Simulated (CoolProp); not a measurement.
Octamethyltrisiloxane (MDM) along the isotherm 575 K: Z from the reference equation and from simpler models built on Tc = 565.4 K, pc = 1.438 MPa, ω = 0.528; each cubic takes its own stable root.

Model: reference Helmholtz-energy equation of state, Thol 2017, in CoolProp.

| p (MPa) | phase | reference | Pitzer virial | Redlich-Kwong | Soave-Redlich-Kwong | Peng-Robinson |
|---|---|---|---|---|---|---|
| 0.0479 | gas | 0.9895 | 0.9889 | 0.9891 | 0.9893 | 0.9880 |
| 0.0958 | gas | 0.9789 | 0.9778 | 0.9781 | 0.9784 | 0.9759 |
| 0.144 | gas | 0.9680 | 0.9666 | 0.9668 | 0.9674 | 0.9636 |
| 0.192 | gas | 0.9569 | 0.9555 | 0.9554 | 0.9562 | 0.9512 |
| 0.24 | gas | 0.9456 | 0.9444 | 0.9439 | 0.9449 | 0.9387 |
| 0.288 | gas | 0.9341 | 0.9332 | 0.9322 | 0.9334 | 0.9260 |
| 0.335 | gas | 0.9226 | 0.9223 | 0.9205 | 0.9219 | 0.9134 |
| 0.383 | gas | 0.9107 | 0.9112 | 0.9084 | 0.9100 | 0.9003 |
| 0.431 | gas | 0.8985 | 0.9001 | 0.8960 | 0.8980 | 0.8871 |
| 0.479 | gas | 0.8860 | 0.8890 | 0.8834 | 0.8857 | 0.8736 |
| 0.527 | gas | 0.8732 | 0.8778 | 0.8706 | 0.8731 | 0.8600 |
| 0.575 | gas | 0.8601 | 0.8667 | 0.8575 | 0.8604 | 0.8461 |
| 0.623 | gas | 0.8466 | 0.8556 | 0.8442 | 0.8473 | 0.8319 |
| 0.671 | gas | 0.8328 | 0.8444 | 0.8305 | 0.8340 | 0.8175 |
| 0.719 | gas | 0.8186 | 0.8333 | 0.8165 | 0.8204 | 0.8028 |
